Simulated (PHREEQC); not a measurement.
0.016 g of hydrous ferric oxide (600 m²/g; 0.2 weak and 0.005 strong sites per Fe, Dzombak-Morel constants, diffuse double layer) in 1 kg of water with 0.005 mol/kgw of an inert sodium salt and 6.2e-05 mol/kgw MnCl2, 9.2e-06 mol/kgw Ag2SO4 and 1.7e-06 mol/kgw PbCl2, at 25 °C; the pH is set by adding NaOH or the inert anion's acid. No oxygen is let in. No CO2 enters from the air. Nothing may precipitate in this run.

Base run: PHREEQC, ion-association model, wateq4f.dat. Each further column changes one thing. The table gives Pb sorbed (%).

```csv
pH,base,no electrostatic term (-no_edl),background salt from 0.005 to 0.0005 mol/kgw,oxide from 0.016 to 0.08 g/kgw
3,0.1,0.1,0.1,0.6
4.33,22.1,26.0,___,___
5,47.5,___,___,94.2
5.67,59.2,69.7,59.9,99.6
7,98.2,99.6,98.3,100.0
8.33,99.7,99.9,99.7,100.0
9,99.2,99.7,___,100.0
9.67,94.4,97.5,___,100.0
11,8.5,___,8.2,99.9
```

Q: What belongs in the gaps?

A: 
- 4.33, background salt from 0.005 to 0.0005 mol/kgw: 22.7
- 4.33, oxide from 0.016 to 0.08 g/kgw: 56.3
- 5, no electrostatic term (-no_edl): 50.6
- 5, background salt from 0.005 to 0.0005 mol/kgw: 48.0
- 9, background salt from 0.005 to 0.0005 mol/kgw: 99.1
- 9.67, background salt from 0.005 to 0.0005 mol/kgw: 93.6
- 11, no electrostatic term (-no_edl): 12.2

In at least one series the solution becomes supersaturated in solids that the run did not let form, among them Pyrochroite, Cerargyrite. The oxide is taken as insoluble; below pH 4 it would dissolve.
